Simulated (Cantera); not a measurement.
Input: 1 mol Si, 0.31 mol H₂, at 0.300 bar.

Method: chemical equilibrium by Gibbs-energy minimisation in Cantera with the NASA 1993 tables (ideal gas, pure condensed phases). Candidate condensed phases: Si; 9 gas species. Gases not in the tables: Si₂H₆ and higher silanes. The numbers say what is thermodynamically allowed, not how fast it happens.

x: gas mole fraction; n: condensed amount in mol.

```tsv
T (°C)	x H₂	x H	x SiH₂	x Si	x SiH	x SiH₄	n Si(s)	n Si(l)
250	1.00	<1e-12	<1e-12	<1e-12	<1e-12	7.78e-9	1.00	0
350	1.00	<1e-12	<1e-12	<1e-12	<1e-12	2.11e-8	1.00	0
450	1.00	<1e-12	<1e-12	<1e-12	<1e-12	4.14e-8	1.00	0
550	1.00	(withheld)	<1e-12	<1e-12	<1e-12	6.76e-8	1.00	0
650	1.00	(withheld)	8.30e-12	<1e-12	<1e-12	9.80e-8	1.00	0
750	1.00	(withheld)	1.80e-10	<1e-12	<1e-12	1.31e-7	1.00	0
850	1.00	(withheld)	2.26e-9	<1e-12	2.98e-12	1.67e-7	1.00	0
950	1.000	(withheld)	1.87e-8	1.07e-11	7.63e-11	2.03e-7	1.00	0
1050	1.000	(withheld)	1.13e-7	2.96e-10	1.19e-9	2.41e-7	1.00	0
1150	1.000	(withheld)	5.26e-7	5.09e-9	1.25e-8	2.79e-7	1.00	0
1250	1.000	(withheld)	2.01e-6	6.01e-8	9.62e-8	3.17e-7	1.000	0
1350	1.000	(withheld)	6.47e-6	5.21e-7	5.73e-7	3.54e-7	1.000	0
1450	1.000	(withheld)	1.70e-5	3.28e-6	2.58e-6	3.66e-7	0	1.000
```

Task: Some entries are withheld; supply them.

Result: 
- 550, x H: 1.34e-11
- 650, x H: 4.47e-10
- 750, x H: 7.56e-9
- 850, x H: 7.78e-8
- 950, x H: 5.49e-7
- 1050, x H: 2.90e-6
- 1150, x H: 1.21e-5
- 1250, x H: 4.22e-5
- 1350, x H: 0.000126
- 1450, x H: 0.000333
